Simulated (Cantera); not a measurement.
Input (Python, Cantera) and output of one run.

```python
import numpy as np
import cantera as ct

gas_names = [...]  # 109 gases of nasa_gas.yaml made of C, Cl, H, Si
cond_names = """
    C(gr) C6H6(L) C7H8(L) C8H18(L),n-octa Si(cr) Si(L) SiC(b)
""".split()


# ... load() reads the species with a 1 bar reference pressure and builds the phases ...
atoms = {
    'SiCl4': {'Si': 1, 'CL': 4},
    'C3H8': {'C': 3, 'H': 8},
    'H2': {'H': 2},
}
top_T = {'C(gr)': 4500, 'SiC(b)': 3050}  # K; cautious upper limits of use, not melting points


# ... equilibrate(T, P, feed) seeds the gas with the atoms and calls Mixture.equilibrate('TP', solver="vcs", rtol=1e-11, max_steps=5000) ...
results = []
T = 1848  # K
P = 1000  # Pa
for m in [20, 63, 110, 150, 190, 240, 280]:
    feed = {'SiCl4': 1, 'C3H8': 0.58, 'H2': m}  # mol
    mix = equilibrate(T, P, feed)
    results.append((T, P, feed, dict(zip(mix.species_names, mix.species_moles))))

top = {s: max(r[3][s] / sum(r[3][g] for g in gas_names) for r in results) for s in gas_names}
cols = sorted((s for s in top if top[s] > 1e-06), key=lambda s: -top[s])[:6]
seen = [c for c in cond_names if any(r[3].get(c, 0) > 1e-12 for r in results)]
print("log10 of partial pressures in bar; condensed amounts in mol")
print(f"{'n(H2)':>10s}" + "".join(f"{s[:9]:>10s}" for s in cols + seen))
for T, P, feed, n in results:
    ng = sum(n[g] for g in gas_names)
    print(f"{feed['H2']:10.4g}" + "".join(f"{np.log10(max(n[s] / ng * P / 1e5, 1e-99)):10.3f}" for s in cols)
          + "".join(f"{n.get(c, 0):10.4g}" for c in seen))
```

Result:

```
log10 of partial pressures in bar; condensed amounts in mol
     n(H2)        H2       HCL         H     SiCL2        CL C2H2,acet     C(gr)    SiC(b)
        20    -2.079    -2.801    -4.315    -4.587    -5.156    -5.668     0.794    0.9353
        63    -2.029    -3.234    -4.290    -5.502    -5.614    -5.618    0.7303    0.9767
       110    -2.018    -3.462    -4.284    -5.969    -5.848    -5.607    0.6978    0.9846
       150    -2.014    -3.591    -4.282    -6.232    -5.979    -5.603    0.6746    0.9869
       190    -2.011    -3.691    -4.281    -6.434    -6.080    -5.601    0.6528    0.9879
       240    -2.010    -3.790    -4.280    -6.634    -6.180    -5.599    0.6263    0.9883
       280    -2.009    -3.856    -4.280    -6.767    -6.246    -5.598    0.6055    0.9882
```

Equilibrium computed with Cantera from the NASA thermochemical tables; the gas is ideal and each condensed phase is pure. The tables' values for SiCl, SiCl3 are old estimates; treat these amounts as uncertain.
